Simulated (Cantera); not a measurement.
An adiabatic, constant-pressure homogeneous reactor starts with CH4 : O2 : N2 : H2O = 1 : 2.53 : 10.1 : 0.3 (molar parts), equivalence ratio 0.79, at 1473 K and 13500 Torr. Integrator tolerance rtol = 1e-08.

Computed with Cantera and GRI-Mech 3.0 (53 species, 325 reactions). The pressure lies above the range GRI-Mech 3.0 was tuned for (to about 10 atm).

**Question.** What does this change do: initial temperature 1473 to 1325 K?

**Answer.** 
| quantity | before | after |
|---|---|---|
| time of steepest temperature rise | 0.142 ms | 0.592 ms |
| temperature at 6.00 s | 2728 K | 2635 K |
| equilibrium temperature | 2728 K | 2635 K |
| x(CH4) at 6.00 s | <1e-12 (gas-phase equilibrium <1e-12) | <1e-12 (gas-phase equilibrium <1e-12) |
| x(O2) at 6.00 s | 0.0340 (gas-phase equilibrium 0.0340) | 0.0338 (gas-phase equilibrium 0.0338) |
| x(H2O) at 6.00 s | 0.154 (gas-phase equilibrium 0.154) | 0.157 (gas-phase equilibrium 0.157) |
| x(CH2) at 6.00 s | <1e-12 (gas-phase equilibrium <1e-12) | <1e-12 (gas-phase equilibrium <1e-12) |
| x(CH2CO) at 6.00 s | <1e-12 (gas-phase equilibrium <1e-12) | <1e-12 (gas-phase equilibrium <1e-12) |
| x(N2O) at 6.00 s | 2.87e-6 (gas-phase equilibrium 2.87e-6) | 2.48e-6 (gas-phase equilibrium 2.48e-6) |
| x(OH) at 6.00 s | 0.0106 (gas-phase equilibrium 0.0106) | 0.00834 (gas-phase equilibrium 0.00834) |

**Question.** What does this change do: N2 10.1 to 20 parts?

**Answer.** 
| quantity | before | after |
|---|---|---|
| time of steepest temperature rise | 0.142 ms | 0.272 ms |
| temperature at 6.00 s | 2728 K | 2324 K |
| equilibrium temperature | 2728 K | 2324 K |
| x(CH4) at 6.00 s | <1e-12 (gas-phase equilibrium <1e-12) | <1e-12 (gas-phase equilibrium <1e-12) |
| x(O2) at 6.00 s | 0.0340 (gas-phase equilibrium 0.0340) | 0.0196 (gas-phase equilibrium 0.0196) |
| x(H2O) at 6.00 s | 0.154 (gas-phase equilibrium 0.154) | 0.0949 (gas-phase equilibrium 0.0949) |
| x(CH2) at 6.00 s | <1e-12 (gas-phase equilibrium <1e-12) | <1e-12 (gas-phase equilibrium <1e-12) |
| x(CH2CO) at 6.00 s | <1e-12 (gas-phase equilibrium <1e-12) | <1e-12 (gas-phase equilibrium <1e-12) |
| x(N2O) at 6.00 s | 2.87e-6 (gas-phase equilibrium 2.87e-6) | 1.26e-6 (gas-phase equilibrium 1.26e-6) |
| x(OH) at 6.00 s | 0.0106 (gas-phase equilibrium 0.0106) | 0.00210 (gas-phase equilibrium 0.00210) |
